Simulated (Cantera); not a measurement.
Input (Python, Cantera) and output of one run.

```python
import numpy as np
import cantera as ct

gas_names = """
    CL CL2 H HCL H2 Si SiCL SiCL2 SiCL3 SiCL4 SiH SiHCL3 SiH2 SiH2CL2 SiH3 SiH3CL SiH4 Si2 Si3
""".split()
cond_names = """
    Si(cr) Si(L)
""".split()


def load(file, names, dense=False):
    # The tables refer to 1 bar. Condensed volumes are neglected.
    table = {s.name: s for s in ct.Species.list_from_file(file)}
    out = []
    for n in names:
        d = dict(table[n].input_data)
        d["thermo"] = dict(d["thermo"], **{"reference-pressure": 1e5})
        if dense:
            d["equation-of-state"] = {"model": "constant-volume", "density": "1e6 g/cm^3"}
        out.append(ct.Species.from_dict(d))
    return out


gas = ct.Solution(thermo="ideal-gas", species=load("nasa_gas.yaml", gas_names))
cond = {s.name: ct.Solution(thermo="fixed-stoichiometry", species=[s], name=s.name)
        for s in load("nasa_condensed.yaml", cond_names, dense=True)}
atoms = {
    'SiH2Cl2': {'Si': 1, 'H': 2, 'CL': 2},
    'HCl': {'H': 1, 'CL': 1},
    'H2': {'H': 2},
}
top_T = {}  # K; cautious upper limits of use, not melting points


def equilibrate(T, P, feed):
    n = {}
    for name, mol in feed.items():
        for a, k in atoms[name].items():
            n[a] = n.get(a, 0.0) + k * mol
    gas.TPX = T, P, n
    mass = sum(n.values()) * gas.mean_molecular_weight
    gas.equilibrate("TP")
    valid = [c for c in cond.values() if c.min_temp <= T <= top_T.get(c.name, c.max_temp)]
    mix = ct.Mixture([(gas, mass / gas.mean_molecular_weight)] + [(c, 0.0) for c in valid])
    mix.T, mix.P = T, P
    mix.equilibrate("TP", solver="vcs", rtol=1e-11, max_steps=5000)
    return mix


results = []
feed = {'SiH2Cl2': 1, 'HCl': 0.68, 'H2': 85}  # mol
T = 1248  # K
P = 23000  # Pa
mix = equilibrate(T, P, feed)
results.append((T, P, feed, dict(zip(mix.species_names, mix.species_moles))))
x = sorted(zip(gas.X, gas.species_names), reverse=True)
print(f"T = {T:g} K  P = {P:g} Pa  gas = {mix.phase_moles(0):.4g} mol")
print("   x: " + "  ".join(f"{s} {v:.3e}" for v, s in x if v > 1e-06))
print("   condensed (mol): " + ("  ".join(f"{mix.phase(i).name} {mix.phase_moles(i):.4g}"
      for i in range(1, mix.n_phases) if mix.phase_moles(i) > 1e-12) or "none"))
```

Output:

```
T = 1248 K  P = 23000 Pa  gas = 87.57 mol
   x: H2 9.739e-01  HCL 2.329e-02  SiCL2 1.398e-03  SiHCL3 5.998e-04  SiCL4 4.073e-04  SiCL3 2.809e-04  SiH2CL2 1.200e-04  SiH3CL 6.661e-06
   condensed (mol): Si(cr) 0.7537
```

Method: chemical equilibrium by Gibbs-energy minimisation in Cantera with the NASA 1993 tables (ideal gas, pure condensed phases). The tables' values for SiCl3 are old estimates; treat these amounts as uncertain.
